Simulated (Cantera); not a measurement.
What does this Cantera script print?

```python
import numpy as np
import cantera as ct

gas_names = """
    B BCL BCL2 BCL3 BN B2 CL CL2 N N2
""".split()
cond_names = """
    B(b) B(L) BN(s)
""".split()


def load(file, names, dense=False):
    # The tables refer to 1 bar. Condensed volumes are neglected.
    table = {s.name: s for s in ct.Species.list_from_file(file)}
    out = []
    for n in names:
        d = dict(table[n].input_data)
        d["thermo"] = dict(d["thermo"], **{"reference-pressure": 1e5})
        if dense:
            d["equation-of-state"] = {"model": "constant-volume", "density": "1e6 g/cm^3"}
        out.append(ct.Species.from_dict(d))
    return out


gas = ct.Solution(thermo="ideal-gas", species=load("nasa_gas.yaml", gas_names))
cond = {s.name: ct.Solution(thermo="fixed-stoichiometry", species=[s], name=s.name)
        for s in load("nasa_condensed.yaml", cond_names, dense=True)}
atoms = {
    'BN': {'B': 1, 'N': 1},
    'Cl2': {'CL': 2},
    'N2': {'N': 2},
}
top_T = {'BN(s)': 3200}  # K; cautious upper limits of use, not melting points


def equilibrate(T, P, feed):
    n = {}
    for name, mol in feed.items():
        for a, k in atoms[name].items():
            n[a] = n.get(a, 0.0) + k * mol
    gas.TPX = T, P, n
    mass = sum(n.values()) * gas.mean_molecular_weight
    gas.equilibrate("TP")
    valid = [c for c in cond.values() if c.min_temp <= T <= top_T.get(c.name, c.max_temp)]
    mix = ct.Mixture([(gas, mass / gas.mean_molecular_weight)] + [(c, 0.0) for c in valid])
    mix.T, mix.P = T, P
    mix.equilibrate("TP", solver="vcs", rtol=1e-11, max_steps=5000)
    return mix


results = []
feed = {'BN': 1, 'Cl2': 37, 'N2': 7.9}  # mol
T = 2173  # K
P = 10000  # Pa
mix = equilibrate(T, P, feed)
results.append((T, P, feed, dict(zip(mix.species_names, mix.species_moles))))
x = sorted(zip(gas.X, gas.species_names), reverse=True)
print(f"T = {T:g} K  P = {P:g} Pa  gas = {mix.phase_moles(0):.4g} mol")
print("   x: " + "  ".join(f"{s} {v:.3e}" for v, s in x if v > 1e-05))
print("   condensed (mol): " + ("  ".join(f"{mix.phase(i).name} {mix.phase_moles(i):.4g}"
      for i in range(1, mix.n_phases) if mix.phase_moles(i) > 1e-12) or "none"))
```

It prints:

```
T = 2173 K  P = 10000 Pa  gas = 77.45 mol
   x: CL 8.403e-01  N2 1.085e-01  CL2 3.833e-02  BCL3 1.269e-02  BCL2 2.119e-04
   condensed (mol): none
```

Method: chemical equilibrium by Gibbs-energy minimisation in Cantera with the NASA 1993 tables (ideal gas, pure condensed phases). The tables' values for BCl2 are old estimates; treat these amounts as uncertain.
